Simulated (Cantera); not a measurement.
**Premixed flame**

A freely propagating, adiabatic, planar premixed flame of 7.67 % CH4, 17.6 % O2, 66.3 % N2, 8.44 % CO2, equivalence ratio 0.87, unburnt at 523 K and 1.00 bar; multicomponent+Soret transport, grid criteria slope 0.08 and curve 0.16, no radiation.

Computed with Cantera and GRI-Mech 3.0 (53 species, 325 reactions). Burning velocities carry a grid error of a few per cent, more on coarse grids.

| z (mm) | T (K) | u (m/s) | x CH4 | x O2 | x CO2 | x C2H4 | x C2H | x HCO |
|---|---|---|---|---|---|---|---|---|
| -1.65 | 523 | 0.512 | 0.0766 | 0.176 | 0.0843 | 2.75e-8 | <1e-8 | <1e-8 |
| -1.10 | 527 | 0.516 | 0.0761 | 0.176 | 0.0844 | 4.62e-7 | <1e-8 | <1e-8 |
| -0.823 | 537 | 0.527 | 0.0749 | 0.175 | 0.0847 | 2.34e-6 | <1e-8 | <1e-8 |
| -0.548 | 596 | 0.586 | 0.0699 | 0.171 | 0.0861 | 1.84e-5 | <1e-8 | <1e-8 |
| -0.274 | 923 | 0.914 | 0.0489 | 0.141 | 0.0919 | 0.000166 | <1e-8 | 1.40e-7 |
| -0.137 | 1267 | 1.26 | 0.0269 | 0.106 | 0.0985 | 0.000323 | <1e-8 | 4.12e-6 |
| 0 | 1608 | 1.61 | 0.00556 | 0.0648 | 0.110 | 0.000155 | 2.56e-8 | 2.31e-5 |
| 0.137 | 1740 | 1.74 | 0.000245 | 0.0443 | 0.122 | 3.50e-6 | <1e-8 | 4.38e-6 |
| 0.274 | 1790 | 1.79 | 5.47e-6 | 0.0384 | 0.131 | 2.28e-8 | <1e-8 | 1.55e-7 |
| 0.548 | 1852 | 1.84 | <1e-8 | 0.0346 | 0.138 | <1e-8 | <1e-8 | 1.62e-8 |
| 1.10 | 1921 | 1.90 | <1e-8 | 0.0314 | 0.144 | <1e-8 | <1e-8 | <1e-8 |
| 2.19 | 1982 | 1.96 | <1e-8 | 0.0286 | 0.149 | <1e-8 | <1e-8 | <1e-8 |
| 4.39 | 2026 | 1.99 | <1e-8 | 0.0264 | 0.154 | <1e-8 | <1e-8 | <1e-8 |
x: mole fraction of selected species; z is measured from the peak of heat release.

The laminar burning velocity is 51.2 cm/s and the thermal thickness comes out as 0.548 mm. The peak x(C2H4) is 0.000334 and the peak x(C2H) is 3.22e-8. The peak x(HCO) is 2.31e-5. The grid points is 128.
